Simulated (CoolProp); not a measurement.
Aqueous ethylene glycol as a coolant, at 21 °C, 1 atm.

Model: Melinder's fits for secondary coolants, in CoolProp.

| mass % | freezing point (°C) | viscosity (mPa s) | Prandtl number | density (kg/m³) | cp (kJ/(kg K)) |
|---|---|---|---|---|---|
| 3.6 | ? | 1.06 | 7.51 | 1002 | 4.134 |
| 7.7 | -2.5 | 1.17 | 8.45 | 1007 | 4.078 |
| 11.9 | ? | 1.30 | 9.61 | ? | ? |
| 16.1 | -6.0 | 1.46 | 11.0 | ? | 3.959 |
| 20.3 | -8.1 | ? | 12.5 | 1024 | 3.893 |
| 24.4 | -10.6 | 1.82 | 14.2 | 1030 | 3.824 |
| 28.6 | -13.5 | 2.03 | 16.1 | 1036 | 3.748 |
| 32.8 | -16.9 | 2.26 | 18.3 | 1042 | 3.667 |
| 37 | -20.7 | 2.53 | 20.7 | 1047 | 3.584 |
| 41.1 | ? | 2.81 | 23.3 | 1053 | 3.501 |
| 45.3 | -29.9 | 3.15 | 26.4 | 1058 | 3.414 |
| 49.5 | -35.3 | 3.53 | 30.0 | 1064 | 3.328 |

Question: What belongs in the gaps?

Answer: 
- 3.6, freezing point (°C): -1.1
- 11.9, freezing point (°C): -4.1
- 11.9, density (kg/m³): 1013
- 11.9, cp (kJ/(kg K)): 4.020
- 16.1, density (kg/m³): 1018
- 20.3, viscosity (mPa s): 1.63
- 41.1, freezing point (°C): -25.0
